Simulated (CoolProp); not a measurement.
C2F6 (R116) along the isobar 0.94 MPa: Z from the reference equation and from simpler models built on Tc = 293.0 K, pc = 3.048 MPa, ω = 0.257; each cubic takes its own stable root.

Computed with CoolProp (reference Helmholtz-energy equation of state, Lemmon 2006). It is a short technical equation, of lower accuracy than the large ones.

```json
[
 {"T (K)": "272.8", "phase": "gas", "reference": "0.8513"},
 {"T (K)": "285.5", "phase": "gas", "reference": "0.8760"},
 {"T (K)": "298.2", "phase": "gas", "reference": "0.8953"},
 {"T (K)": "310.9", "phase": "gas", "reference": "0.9108"},
 {"T (K)": "323.6", "phase": "gas", "reference": "0.9235"},
 {"T (K)": "336.2", "phase": "gas", "reference": "0.9340"},
 {"T (K)": "348.9", "phase": "gas", "reference": "0.9428"},
 {"T (K)": "361.6", "phase": "gas", "reference": "0.9503"},
 {"T (K)": "374.3", "phase": "gas", "reference": "0.9568"},
 {"T (K)": "387", "phase": "gas", "reference": "0.9623"},
 {"T (K)": "399.6", "phase": "gas", "reference": "0.9670"},
 {"T (K)": "412.3", "phase": "gas", "reference": "0.9712"},
 {"T (K)": "425", "phase": "gas", "reference": "0.9749"}
]
```

Task: How far does each simpler model (Pitzer virial, Redlich-Kwong) lie from the reference over these 13 states: mean and median of the absolute difference, and the worst?

Result: 
- Pitzer virial: mean 0.3 %, median 0.1 %, worst +1.4 % at 272.8 K and 0.94 MPa
- Redlich-Kwong: mean 0.7 %, median 0.8 %, worst -0.9 % at 412.3 K and 0.94 MPa
